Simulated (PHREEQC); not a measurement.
Acid mine or pickling water: speciation

Model water analysis in mg/kgw, 25 °C, pH 3.63, pe 11.3:

```
constituent              mg/kgw
-----------------------  ------
Na                          104
K                          26.4
Ca                         81.7
Mg                          105
Cl                          201
S(6) as SO4                 614
O(0) (dissolved oxygen)       8
Li                       0.0475
Mn(2)                     0.193
F                          1.07
Ni                        0.711
Cu(2)                      1.57
```

Valence states are taken as typed.

Computed with PHREEQC (ion-association model, wateq4f.dat).

Each row changes one thing in this solution. This is a speciation only: nothing precipitates in the calculation.

| case | ionic strength (mol/kgw) | SO4-2 (mol/kgw) | Mg+2 (mol/kgw) | Ca+2 (mol/kgw) | MgSO4 (mol/kgw) | CaSO4 (mol/kgw) | SI of Gypsum (CaSO4:2H2O) | SI of Fluorite (CaF2) |
|---|---|---|---|---|---|---|---|---|
| as made | 0.0246 | 0.00468 | 0.00321 | 0.00158 | 0.00111 | 0.000458 | -1.06 | -1.40 |
| all concentrations times 2 at the same typed pH | 0.0460 | 0.00858 | 0.00589 | 0.00293 | ___ | 0.00113 | -0.66 | -0.67 |
| O(0) from 8 to 4 mg/kgw | 0.0246 | 0.00468 | 0.00321 | 0.00158 | 0.00111 | 0.000458 | -1.06 | -1.40 |
| temperature from 25 to 35 °C at the same typed pH | 0.0238 | 0.00448 | 0.00303 | 0.00156 | 0.00128 | ___ | -1.07 | ___ |

Q: Complete the blanks.

A: 
- all concentrations times 2 at the same typed pH, MgSO4 (mol/kgw): 0.00274
- temperature from 25 to 35 °C at the same typed pH, CaSO4 (mol/kgw): 0.000472
- temperature from 25 to 35 °C at the same typed pH, SI of Fluorite (CaF2): -1.55
